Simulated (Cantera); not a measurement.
# Silicon oxide and oxynitride deposition: SiH2Cl2 + O3 + N2

Charge: 1 mol SiH2Cl2, 0.21 mol O3, 17 mol N2, held at 10000 Pa.

Method: chemical equilibrium by Gibbs-energy minimisation in Cantera with the NASA 1993 tables (ideal gas, pure condensed phases). Candidate condensed phases: H2O, NH4Cl, Si, SiO2, Si2N2O, Si3N4; 47 gas species. N2 is the only nitrogen source here; it is nearly inert below about 1500 K, so the nitride shown seldom forms there in practice. Mutual solubility and eutectic melting of coexisting phases are not modelled. The tables' values for SiCl3, SiCl are old estimates; treat these amounts as uncertain. The tables hold silica as quartz up to 1696 K and as liquid above; real silica turns to tridymite and cristobalite and melts near 1996 K. The numbers say what is thermodynamically allowed, not how fast it happens.

```json
[
 {"T (K)": "750", "x N2": "0.893", "x HCl": "0.105", "x SiO": "<1e-12", "x H2": "0.00163", "x SiCl2": "<1e-12", "n SiO2(α-quartz)": "0.0917", "n Si2N2O(s)": "0.447", "n SiO2(β-quartz)": "0"},
 {"T (K)": "900", "x N2": "0.893", "x HCl": "0.103", "x SiO": "<1e-12", "x H2": "0.00233", "x SiCl2": "1.69e-11", "n SiO2(α-quartz)": "0", "n Si2N2O(s)": "0.442", "n SiO2(β-quartz)": "0.0939"},
 {"T (K)": "1050", "x N2": "0.894", "x HCl": "0.102", "x SiO": "1.40e-12", "x H2": "0.00302", "x SiCl2": "8.80e-9", "n SiO2(α-quartz)": "0", "n Si2N2O(s)": "0.438", "n SiO2(β-quartz)": "0.0960"},
 {"T (K)": "1200", "x N2": "0.894", "x HCl": "0.101", "x SiO": "2.03e-9", "x H2": "0.00367", "x SiCl2": "9.30e-7", "n SiO2(α-quartz)": "0", "n Si2N2O(s)": "0.434", "n SiO2(β-quartz)": "0.0980"},
 {"T (K)": "1350", "x N2": "0.894", "x HCl": "0.0993", "x SiO": "5.64e-7", "x H2": "0.00431", "x SiCl2": "3.36e-5", "n SiO2(α-quartz)": "0", "n Si2N2O(s)": "0.429", "n SiO2(β-quartz)": "0.100"},
 {"T (K)": "1500", "x N2": "0.894", "x HCl": "0.0974", "x SiO": "4.98e-5", "x H2": "0.00524", "x SiCl2": "0.000536", "n SiO2(α-quartz)": "0", "n Si2N2O(s)": "0.419", "n SiO2(β-quartz)": "0.105"},
 {"T (K)": "1650", "x N2": "0.892", "x HCl": "0.0919", "x SiO": "0.00191", "x H2": "0.00770", "x SiCl2": "0.00373", "n SiO2(α-quartz)": "0", "n Si2N2O(s)": "0.370", "n SiO2(β-quartz)": "0.112"},
 {"T (K)": "1800", "x N2": "0.870", "x HCl": "0.0724", "x SiO": "0.0276", "x H2": "0.0152", "x SiCl2": "0.0128", "n SiO2(α-quartz)": "0", "n Si2N2O(s)": "0.0936", "n SiO2(β-quartz)": "0"},
 {"T (K)": "1950", "x N2": "0.866", "x HCl": "0.0622", "x SiO": "0.0321", "x H2": "0.0195", "x SiCl2": "0.0180", "n SiO2(α-quartz)": "0", "n Si2N2O(s)": "0", "n SiO2(β-quartz)": "0"}
]
```
x: gas mole fraction; n: condensed amount in mol.

At 750 K the condensed part is SiO2(α-quartz) + Si2N2O(s). From 900 K to 1650 K the condensed part is SiO2(β-quartz) + Si2N2O(s). At 1800 K the condensed part is Si2N2O(s). At 1950 K nothing is condensed. The main Si-bearing gas is SiCl4 at 750 K and SiO at 1950 K. The share of Si in condensed phases is highest at 750 K (98.5 %) and lowest at 1950 K (0.0 %).
